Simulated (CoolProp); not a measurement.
Vapour-liquid equilibrium of R125 (1) + R245fa (2) at -45.25 °C; x and y are mole fractions of (1).

Computed with CoolProp (multi-fluid Helmholtz-energy mixture model, Lemmon 2005 and Akasaka 2015; pair parameters Bell 2016).

Question: Give the bubble pressure and the first vapour's composition at x = 0.2, 0.35, 0.95. Is there an azeotrope?

Answer: x = 0.2: 0.2984 bar, y = 0.887; x = 0.35: 0.4670 bar, y = 0.939; x = 0.95: 1.105 bar, y = 0.997. No azeotrope shows between x = 0.05 and 0.95.

The pair parameters rest on a limited set of measurements; away from them the model extrapolates.
